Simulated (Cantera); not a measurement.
Input: 1 mol SiH₄, 0.017 mol C₂H₄, 150 mol H₂, equilibrated at 1850 K and 29.0 mbar.

Method: chemical equilibrium by Gibbs-energy minimisation in Cantera with the NASA 1993 tables (ideal gas, pure condensed phases). Candidate condensed phases: C, C₆H₆, C₇H₈, C₈H₁₈, Si, SiC; 87 gas species. Mutual solubility and eutectic melting of coexisting phases are not modelled. Gases not in the tables: Si₂H₆ and higher silanes. Kinetics and transport are ignored.

Base state: H₂ 0.997, H 0.00316, Si 0.000222, SiH₂ 4.20e-5, SiH 3.75e-5 (mole fractions); condensed: Si(l) + SiC(s).

What changes in the equilibrium state with this change: temperature from 1850 K to 2275 K?


```json
[
 {"species": "H₂", "before": "0.997", "after": "0.945"},
 {"species": "H", "before": "0.00316", "after": "0.0485"},
 {"species": "Si", "before": "0.000222", "after": "0.00570"},
 {"species": "SiC₂", "before": "3.90e-9", "after": "1.07e-5"},
 {"species": "C₂H₂ (acetylene)", "before": "2.36e-7", "after": "5.35e-5"},
 {"species": "Si₂C", "before": "3.06e-6", "after": "8.65e-5"},
 {"species": "Si₂", "before": "1.56e-6", "after": "2.33e-5"},
 {"species": "SiH", "before": "3.75e-5", "after": "0.000362"},
 {"species": "Si(l), mol", "before": "0.919", "after": "0"},
 {"species": "SiC(s), mol", "before": "0.0334", "after": "0"}
]
```
